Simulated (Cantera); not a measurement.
Cantera run:

```python
import numpy as np
import cantera as ct

gas_names = """
    H HO2 H2 H2O H2O2 O OH O2 O3 Ti TiO TiO2
""".split()
cond_names = """
    H2O(s) H2O(L) Ti(a) Ti(b) Ti(L) TiO(a) TiO(b) TiO(L) TiO2(ru) TiO2(L) Ti2O3(a) Ti2O3(b) Ti2O3(L)
    Ti3O5(a) Ti3O5(b) Ti3O5(L) Ti4O7(s) Ti4O7(L)
""".split()


# ... load() reads the species with a 1 bar reference pressure and builds the phases ...
atoms = {
    'TiO2': {'Ti': 1, 'O': 2},
    'H2': {'H': 2},
    'H2O': {'H': 2, 'O': 1},
}
top_T = {}  # K; cautious upper limits of use, not melting points


# ... equilibrate(T, P, feed) seeds the gas with the atoms and calls Mixture.equilibrate('TP', solver="vcs", rtol=1e-11, max_steps=5000) ...
results = []
feed = {'TiO2': 1, 'H2': 1.5, 'H2O': 0.14}  # mol
P = 85000  # Pa
for T in [1500, 1575, 1650, 1725, 1800, 1875, 1950, 2025]:
    mix = equilibrate(T, P, feed)
    results.append((T, P, feed, dict(zip(mix.species_names, mix.species_moles))))
    x = sorted(zip(gas.X, gas.species_names), reverse=True)
    print(f"T = {T:g} K  P = {P:g} Pa  gas = {mix.phase_moles(0):.4g} mol")
    print("   x: " + "  ".join(f"{s} {v:.3e}" for v, s in x if v > 1e-05))
    print("   condensed (mol): " + ("  ".join(f"{mix.phase(i).name} {mix.phase_moles(i):.4g}"
          for i in range(1, mix.n_phases) if mix.phase_moles(i) > 1e-12) or "none"))
```

Result:

```
T = 1500 K  P = 85000 Pa  gas = 1.64 mol
   x: H2 9.146e-01  H2O 8.537e-02  H 1.826e-05
   condensed (mol): TiO2(ru) 1
T = 1575 K  P = 85000 Pa  gas = 1.64 mol
   x: H2 9.146e-01  H2O 8.536e-02  H 4.311e-05
   condensed (mol): TiO2(ru) 1
T = 1650 K  P = 85000 Pa  gas = 1.64 mol
   x: H2 9.145e-01  H2O 8.536e-02  H 9.423e-05
   condensed (mol): TiO2(ru) 1
T = 1725 K  P = 85000 Pa  gas = 1.64 mol
   x: H2 9.144e-01  H2O 8.536e-02  H 1.926e-04
   condensed (mol): TiO2(ru) 1
T = 1800 K  P = 85000 Pa  gas = 1.64 mol
   x: H2 9.059e-01  H2O 9.371e-02  H 3.696e-04
   condensed (mol): TiO2(ru) 0.9452  Ti4O7(s) 0.01371
T = 1875 K  P = 85000 Pa  gas = 1.641 mol
   x: H2 8.679e-01  H2O 1.315e-01  H 6.623e-04
   condensed (mol): TiO2(ru) 0.6972  Ti4O7(s) 0.07571
T = 1950 K  P = 85000 Pa  gas = 1.641 mol
   x: H2 8.213e-01  H2O 1.776e-01  H 1.127e-03  OH 2.212e-05
   condensed (mol): TiO2(ru) 0.3944  Ti4O7(L) 0.1514
T = 2025 K  P = 85000 Pa  gas = 1.642 mol
   x: H2 7.606e-01  H2O 2.375e-01  H 1.821e-03  OH 5.943e-05
   condensed (mol): Ti4O7(L) 0.25
```

Equilibrium computed with Cantera from the NASA thermochemical tables; the gas is ideal and each condensed phase is pure. Mutual solubility and eutectic melting of coexisting phases are not modelled. Condensed phases not in the tables: Magnéli phases beyond Ti4O7. Gases not in the tables: TiO(OH)2.
